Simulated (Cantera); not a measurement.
Cantera run:

```python
import numpy as np
import cantera as ct

gas_names = """
    B BH BH2 BH3 BN B2 H H2 N NH NH2 NH3 N2 N2H2 N2H4
""".split()
cond_names = """
    B(b) B(L) BN(s)
""".split()


def load(file, names, dense=False):
    # The tables refer to 1 bar. Condensed volumes are neglected.
    table = {s.name: s for s in ct.Species.list_from_file(file)}
    out = []
    for n in names:
        d = dict(table[n].input_data)
        d["thermo"] = dict(d["thermo"], **{"reference-pressure": 1e5})
        if dense:
            d["equation-of-state"] = {"model": "constant-volume", "density": "1e6 g/cm^3"}
        out.append(ct.Species.from_dict(d))
    return out


gas = ct.Solution(thermo="ideal-gas", species=load("nasa_gas.yaml", gas_names))
cond = {s.name: ct.Solution(thermo="fixed-stoichiometry", species=[s], name=s.name)
        for s in load("nasa_condensed.yaml", cond_names, dense=True)}
atoms = {
    'B2H6': {'B': 2, 'H': 6},
    'H2': {'H': 2},
    'N2': {'N': 2},
}
top_T = {'BN(s)': 3200}  # K; cautious upper limits of use, not melting points


def equilibrate(T, P, feed):
    n = {}
    for name, mol in feed.items():
        for a, k in atoms[name].items():
            n[a] = n.get(a, 0.0) + k * mol
    gas.TPX = T, P, n
    mass = sum(n.values()) * gas.mean_molecular_weight
    gas.equilibrate("TP")
    valid = [c for c in cond.values() if c.min_temp <= T <= top_T.get(c.name, c.max_temp)]
    mix = ct.Mixture([(gas, mass / gas.mean_molecular_weight)] + [(c, 0.0) for c in valid])
    mix.T, mix.P = T, P
    mix.equilibrate("TP", solver="vcs", rtol=1e-11, max_steps=5000)
    return mix


results = []
feed = {'B2H6': 1, 'H2': 1.3, 'N2': 23}  # mol
T = 775  # K
P = 10000  # Pa
mix = equilibrate(T, P, feed)
results.append((T, P, feed, dict(zip(mix.species_names, mix.species_moles))))
x = sorted(zip(gas.X, gas.species_names), reverse=True)
print(f"T = {T:g} K  P = {P:g} Pa  gas = {mix.phase_moles(0):.4g} mol")
print("   x: " + "  ".join(f"{s} {v:.3e}" for v, s in x if v > 0.001))
print("   condensed (mol): " + ("  ".join(f"{mix.phase(i).name} {mix.phase_moles(i):.4g}"
      for i in range(1, mix.n_phases) if mix.phase_moles(i) > 1e-12) or "none"))
```

It prints:

```
T = 775 K  P = 10000 Pa  gas = 26.3 mol
   x: N2 8.365e-01  H2 1.635e-01
   condensed (mol): BN(s) 2
```

Equilibrium computed with Cantera from the NASA thermochemical tables; the gas is ideal and each condensed phase is pure. The feed counts by its element totals alone. N2 is the only nitrogen source here; it is nearly inert below about 1500 K, so the nitride shown seldom forms there in practice.
